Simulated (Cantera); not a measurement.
Feed: 1 mol (CH₃)₂SiCl₂, 0.0044 mol C₃H₈, 1400 mol H₂, at 2175 K.

Equilibrium computed with Cantera from the NASA thermochemical tables; the gas is ideal and each condensed phase is pure. Candidate condensed phases: C, C₆H₆, C₇H₈, C₈H₁₈, Si, SiC; 109 gas species. The feed counts by its element totals alone. Gases not in the tables: Si₂H₆ and higher silanes. The numbers say what is thermodynamically allowed, not how fast it happens.

### Question
What share of the Si ends up in condensed phases as a function of P (Pa), at 100, 270, 720, 1900, 5200, 14000, 37000, 100000?

### Answer
```json
[
 {"P (Pa)": "100", "Si condensed (%)": "0.0", "as": "-"},
 {"P (Pa)": "270", "Si condensed (%)": "0.0", "as": "-"},
 {"P (Pa)": "720", "Si condensed (%)": "0.0", "as": "-"},
 {"P (Pa)": "1900", "Si condensed (%)": "0.0", "as": "-"},
 {"P (Pa)": "5200", "Si condensed (%)": "0.0", "as": "-"},
 {"P (Pa)": "14000", "Si condensed (%)": "20.3", "as": "SiC(s)"},
 {"P (Pa)": "37000", "Si condensed (%)": "58.2", "as": "SiC(s)"},
 {"P (Pa)": "100000", "Si condensed (%)": "75.3", "as": "SiC(s)"}
]
```
